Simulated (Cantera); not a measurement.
## Reactions in the system H-N-O-Ta

Source: NASA polynomial tables (part measured, part estimated), evaluated in Cantera. Values are per mole of reaction as written; species without (g) are pure solids or liquids, kept so even where they would boil at 1 bar.

4 TaO₂(g) + 2 OH(g) = H₂(g) + 2 Ta₂O₅

```json
[
 {"T (K)": "1623", "ΔH° (kJ)": "-3229.3", "ΔS° (J/K)": "-909.5", "ΔG° (kJ)": "-1753.1", "log10 K": "56.42", "condensed phases": "Ta₂O₅(s)"},
 {"T (K)": "1723", "ΔH° (kJ)": "-3216.7", "ΔS° (J/K)": "-902.0", "ΔG° (kJ)": "-1662.6", "log10 K": "50.40", "condensed phases": "Ta₂O₅(s)"},
 {"T (K)": "1823", "ΔH° (kJ)": "-3203.9", "ΔS° (J/K)": "-894.8", "ΔG° (kJ)": "-1572.7", "log10 K": "45.06", "condensed phases": "Ta₂O₅(s)"},
 {"T (K)": "1923", "ΔH° (kJ)": "-3191.1", "ΔS° (J/K)": "-887.9", "ΔG° (kJ)": "-1483.6", "log10 K": "40.30", "condensed phases": "Ta₂O₅(s)"},
 {"T (K)": "2023", "ΔH° (kJ)": "-3178.1", "ΔS° (J/K)": "-881.4", "ΔG° (kJ)": "-1395.1", "log10 K": "36.02", "condensed phases": "Ta₂O₅(s)"},
 {"T (K)": "2123", "ΔH° (kJ)": "-2919.2", "ΔS° (J/K)": "-755.6", "ΔG° (kJ)": "-1315.0", "log10 K": "32.35", "condensed phases": "Ta₂O₅(l)"},
 {"T (K)": "2223", "ΔH° (kJ)": "-2897.4", "ΔS° (J/K)": "-745.6", "ΔG° (kJ)": "-1239.9", "log10 K": "29.13", "condensed phases": "Ta₂O₅(l)"},
 {"T (K)": "2323", "ΔH° (kJ)": "-2875.7", "ΔS° (J/K)": "-736.0", "ΔG° (kJ)": "-1165.8", "log10 K": "26.21", "condensed phases": "Ta₂O₅(l)"},
 {"T (K)": "2423", "ΔH° (kJ)": "-2854.1", "ΔS° (J/K)": "-726.9", "ΔG° (kJ)": "-1092.7", "log10 K": "23.56", "condensed phases": "Ta₂O₅(l)"},
 {"T (K)": "2523", "ΔH° (kJ)": "-2832.5", "ΔS° (J/K)": "-718.2", "ΔG° (kJ)": "-1020.5", "log10 K": "21.13", "condensed phases": "Ta₂O₅(l)"}
]
```

3 TaO₂(g) + 2 NH₃(g) = 3 Ta + 3 H₂O₂(g) + 2 N(g)

```json
[
 {"T (K)": "1623", "ΔH° (kJ)": "1276.9", "ΔS° (J/K)": "-31.6", "ΔG° (kJ)": "1328.2", "log10 K": "-42.74"},
 {"T (K)": "1723", "ΔH° (kJ)": "1280.5", "ΔS° (J/K)": "-29.4", "ΔG° (kJ)": "1331.2", "log10 K": "-40.36"},
 {"T (K)": "1823", "ΔH° (kJ)": "1284.2", "ΔS° (J/K)": "-27.3", "ΔG° (kJ)": "1334.0", "log10 K": "-38.22"},
 {"T (K)": "1923", "ΔH° (kJ)": "1288.0", "ΔS° (J/K)": "-25.3", "ΔG° (kJ)": "1336.7", "log10 K": "-36.31"},
 {"T (K)": "2023", "ΔH° (kJ)": "1291.9", "ΔS° (J/K)": "-23.3", "ΔG° (kJ)": "1339.1", "log10 K": "-34.58"},
 {"T (K)": "2123", "ΔH° (kJ)": "1295.9", "ΔS° (J/K)": "-21.4", "ΔG° (kJ)": "1341.3", "log10 K": "-33.00"},
 {"T (K)": "2223", "ΔH° (kJ)": "1300.0", "ΔS° (J/K)": "-19.5", "ΔG° (kJ)": "1343.4", "log10 K": "-31.57"},
 {"T (K)": "2323", "ΔH° (kJ)": "1304.3", "ΔS° (J/K)": "-17.6", "ΔG° (kJ)": "1345.2", "log10 K": "-30.25"},
 {"T (K)": "2423", "ΔH° (kJ)": "1308.8", "ΔS° (J/K)": "-15.7", "ΔG° (kJ)": "1346.9", "log10 K": "-29.04"},
 {"T (K)": "2523", "ΔH° (kJ)": "1313.4", "ΔS° (J/K)": "-13.9", "ΔG° (kJ)": "1348.4", "log10 K": "-27.92"}
]
```
